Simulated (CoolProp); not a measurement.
Properties of sulfur dioxide along the isobar 1.01 bar.

Computed with CoolProp (reference Helmholtz-energy equation of state, Gao 2016).

| T (K) | phase | cp (kJ/(kg K)) | speed of sound (m/s) | expansivity (1/kK) |
|---|---|---|---|---|
| 285.3 | gas | 0.6479 | 214.1 | 3.787 |
| 296.5 | gas | 0.6491 | 218.3 | 3.601 |
| 307.7 | gas | 0.6511 | 222.3 | 3.437 |
| 318.9 | gas | 0.6539 | 226.3 | 3.291 |
| 330.1 | gas | 0.6572 | 230.2 | 3.159 |
| 341.3 | gas | 0.6610 | 233.9 | 3.039 |
| 352.5 | gas | 0.6652 | 237.6 | 2.930 |
| 363.7 | gas | 0.6696 | 241.2 | 2.829 |
| 374.8 | gas | 0.6743 | 244.7 | 2.737 |
| 386 | gas | 0.6791 | 248.2 | 2.651 |
| 397.2 | gas | 0.6841 | 251.6 | 2.570 |
